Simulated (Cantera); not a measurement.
## Silicon carbide growth: CH₃SiH₃ + H₂ + CH₄

Feed: 1 mol CH₃SiH₃, 1300 mol H₂, 1.3 mol CH₄, held at 2200 K and 220 Pa.

Equilibrium computed with Cantera from the NASA thermochemical tables; the gas is ideal and each condensed phase is pure. Candidate condensed phases: C, C₆H₆, C₇H₈, C₈H₁₈, Si, SiC; 87 gas species. The feed counts by its element totals alone. Equilibrium is a limit: real reactors are often held back by kinetics, nucleation or transport.

x(H₂): 0.885
x(H): 0.113
x(C₂H₂ (acetylene)): 0.000801
x(Si): 0.000683
x(SiC₂): 2.32e-5
x(SiH): 1.33e-5
x(C₂H): 3.54e-6
x(SiH₂): 1.08e-6
gas amount: 1385 mol
log10 activity of C(graphite) (absent): -0.23
log10 activity of Si(l) (absent): -2.39
